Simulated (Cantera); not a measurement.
Input: 1 mol PbO, 0.13 mol H2, held at 1075 K and 0.0330 bar.

Method: chemical equilibrium by Gibbs-energy minimisation in Cantera with the NASA 1993 tables (ideal gas, pure condensed phases). Candidate condensed phases: H2O, Pb, PbO, PbO2, Pb3O4; 12 gas species. Mutual solubility and eutectic melting of coexisting phases are not modelled. Kinetics and transport are ignored.

Base state: H2O 0.997, Pb 0.00230, H2 0.000190, PbO 9.34e-5 (mole fractions); condensed: Pb(l) + PbO(yellow).

Problem. What changes in the equilibrium state with this change: temperature from 1075 K to 1025 K?

Solution. 
| species | before | after |
|---|---|---|
| H2O | 0.997 | 0.999 |
| Pb | 0.00230 | 0.000843 |
| H2 | 0.000190 | 0.000161 |
| PbO | 9.34e-5 | 2.08e-5 |
| Pb(l), mol | 0.130 | 0.130 |
| PbO(yellow), mol | 0.870 | 0.870 |
